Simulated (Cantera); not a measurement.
A perfectly stirred reactor is fed with CO : H2 : O2 : N2 : H2O = 1 : 0.74 : 0.38 : 2.04 : 0.44 (molar parts), equivalence ratio 2.3, at 3750 Torr; it is adiabatic with a 625 K inlet, and is followed from long to short residence time, starting on the burning branch (τ in s: 0.021, 0.012, 0.0066, 0.0037, 0.0021, 0.0012, 0.00066, 0.00037, 0.00021, 0.00012, 6.5e-05).

Cantera simulation using GRI-Mech 3.0 (53 species, 325 reactions); the numbers are that mechanism's predictions, not measurements. The hydrogen kinetics of GRI-Mech 3.0 are dated; newer H2 mechanisms differ, most at raised pressure.

**Question.** Predict: blow-out, bracketed by the residence times tried; x(CO) at τ = 21.0 ms; x(H2) at τ = 21.0 ms; x(O2) at τ = 21.0 ms; x(OH) at τ = 21.0 ms; x(H2O2) at τ = 21.0 ms; x(CO) at τ = 1.20 ms; x(H2) at τ = 1.20 ms; x(O2) at τ = 1.20 ms; x(OH) at τ = 1.20 ms; x(H2O2) at τ = 1.20 ms.

**Answer.** 
* **blow-out, bracketed by the residence times tried**: burning at 65.0 µs, the shortest tried
* **x(CO) at τ = 21.0 ms**: 0.150
* **x(H2) at τ = 21.0 ms**: 0.0818
* **x(O2) at τ = 21.0 ms**: 7.29e-5
* **x(OH) at τ = 21.0 ms**: 0.000181
* **x(H2O2) at τ = 21.0 ms**: 1.32e-8
* **x(CO) at τ = 1.20 ms**: 0.150
* **x(H2) at τ = 1.20 ms**: 0.0808
* **x(O2) at τ = 1.20 ms**: 0.000356
* **x(OH) at τ = 1.20 ms**: 0.000683
* **x(H2O2) at τ = 1.20 ms**: 1.03e-7
